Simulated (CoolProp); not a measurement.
A simple Rankine cycle with water: condensing at 297.15 K, boiler at 9.6 MPa, turbine inlet 596.1 K, turbine efficiency 0.65, pump efficiency 0.6, no recuperator. Each further row changes one setting.

Model: reference Helmholtz-energy equation of state, Wagner 2002, in CoolProp.

```tsv
case	thermal efficiency (%)	net work (kJ/kg)	heat in (kJ/kg)	turbine exit temperature (K)	volume ratio over the turbine
as stated	26.0	701	2700	297.1	1790
turbine inlet 616.1 K	26.2	731	2790	297.1	1680
condensing temperature 289.15 K	26.7	730	___	289.1	2850
boiler pressure 6.72 MPa	25.5	720	___	297.1	___
turbine efficiency 0.55	21.9	591	2700	297.1	1890
```

Complete the blanks.


- condensing temperature 289.15 K, heat in (kJ/kg): 2740
- boiler pressure 6.72 MPa, heat in (kJ/kg): 2830
- boiler pressure 6.72 MPa, volume ratio over the turbine: 1160

The expansion ends wet for: as stated; turbine inlet 616.1 K; condensing temperature 289.15 K; boiler pressure 6.72 MPa; turbine efficiency 0.55.
